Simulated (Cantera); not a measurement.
Feed: 1 mol Si, 1.5 mol HCl, 8.7 mol H₂, equilibrated at 1.00 Torr.

Equilibrium computed with Cantera from the NASA thermochemical tables; the gas is ideal and each condensed phase is pure. Candidate condensed phases: Si; 19 gas species. The tables' values for SiCl₃ are old estimates; treat these amounts as uncertain. Kinetics and transport are ignored.

Q: At 875 K, list the 4 most abundant gas species with their mole fractions, and the condensed phases.

A: H₂ 0.950, SiCl₄ 0.0307, HCl 0.0136, SiHCl₃ 0.00469. Condensed: Si(s).
